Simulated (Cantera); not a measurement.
Mixture: CO : H₂ : O₂ : N₂ : H₂O = 1 : 0.036 : 0.996 : 3.75 : 1.6 (molar parts), at 1.00 atm, adiabatic and at constant pressure. Ignition delay is the time to a rise of 400 K.

Detailed kinetics in Cantera: GRI-Mech 3.0 (53 species, 325 reactions). Where the delays flatten at high temperature, the 400 K rule measures the pace of heat release, not the induction time.

Question: What does this change do: constant volume in place of constant pressure?

Answer: 
```json
[
 {"quantity": "delay at 1150 K", "before": "0.562 ms", "after": "0.517 ms"},
 {"quantity": "delay at 1250 K", "before": "0.234 ms", "after": "0.210 ms"},
 {"quantity": "delay at 1350 K", "before": "0.146 ms", "after": "0.129 ms"},
 {"quantity": "delay at 1450 K", "before": "0.109 ms", "after": "93.9 µs"},
 {"quantity": "delay at 1550 K", "before": "91.2 µs", "after": "76.1 µs"}
]
```

Question: What does this change do: CO 1 to 1.7 parts?

Answer: 
| quantity | before | after |
|---|---|---|
| delay at 1150 K | 0.562 ms | 0.468 ms |
| delay at 1250 K | 0.234 ms | 0.199 ms |
| delay at 1350 K | 0.146 ms | 0.123 ms |
| delay at 1450 K | 0.109 ms | 89.9 µs |
| delay at 1550 K | 91.2 µs | 73.4 µs |
